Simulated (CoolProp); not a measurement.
R115 along the isotherm 365.3 K: fugacity coefficient from the reference equation and from simpler models built on Tc = 353.1 K, pc = 3129 kPa, ω = 0.248; each cubic takes its own stable root.

Computed with CoolProp (reference Helmholtz-energy equation of state, Lemmon 2016).

```json
[
 {"p (kPa)": "522", "phase": "gas", "reference": "0.9517", "Redlich-Kwong": "0.9490", "Soave-Redlich-Kwong": "?", "Peng-Robinson": "0.9440"},
 {"p (kPa)": "1040", "phase": "gas", "reference": "0.9040", "Redlich-Kwong": "0.8993", "Soave-Redlich-Kwong": "0.9010", "Peng-Robinson": "0.8901"},
 {"p (kPa)": "1560", "phase": "gas", "reference": "?", "Redlich-Kwong": "0.8503", "Soave-Redlich-Kwong": "0.8528", "Peng-Robinson": "?"},
 {"p (kPa)": "2090", "phase": "gas", "reference": "0.8078", "Redlich-Kwong": "0.8008", "Soave-Redlich-Kwong": "0.8042", "Peng-Robinson": "0.7854"},
 {"p (kPa)": "2610", "phase": "gas", "reference": "0.7597", "Redlich-Kwong": "0.7524", "Soave-Redlich-Kwong": "0.7568", "Peng-Robinson": "0.7352"},
 {"p (kPa)": "3130", "phase": "supercritical", "reference": "0.7105", "Redlich-Kwong": "0.7034", "Soave-Redlich-Kwong": "0.7090", "Peng-Robinson": "?"},
 {"p (kPa)": "3650", "phase": "supercritical", "reference": "0.6589", "Redlich-Kwong": "0.6516", "Soave-Redlich-Kwong": "0.6595", "Peng-Robinson": "0.6346"},
 {"p (kPa)": "4170", "phase": "supercritical", "reference": "?", "Redlich-Kwong": "0.5978", "Soave-Redlich-Kwong": "0.6080", "Peng-Robinson": "?"},
 {"p (kPa)": "4690", "phase": "supercritical", "reference": "0.5556", "Redlich-Kwong": "0.5520", "Soave-Redlich-Kwong": "0.5626", "Peng-Robinson": "0.5379"}
]
```

Question: What belongs in the gaps?

Answer: 
- 522, Soave-Redlich-Kwong: 0.9498
- 1560, reference: 0.8564
- 1560, Peng-Robinson: 0.8376
- 3130, Peng-Robinson: 0.6853
- 4170, reference: 0.6043
- 4170, Peng-Robinson: 0.5831
